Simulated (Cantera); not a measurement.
Ignition delay

Mixture: 11.7 % CH4, 0.867 % H2, 18.4 % O2, 69.0 % N2, equivalence ratio 1.3, at 4.93 atm, adiabatic and at constant volume. Ignition delay is the time to a rise of 400 K.

Model: GRI-Mech 3.0 (53 species, 325 reactions), integrated in Cantera.

```
T0 (K)  delay (ms)
------  ----------
1050          19.3
1150          7.26
1250          2.75
1350          1.02
1450         0.390
1550         0.157
1650        0.0683
1750        0.0325
```

```yaml
apparent activation energy between 1550 and 1750 K: 180 kJ/mol
```
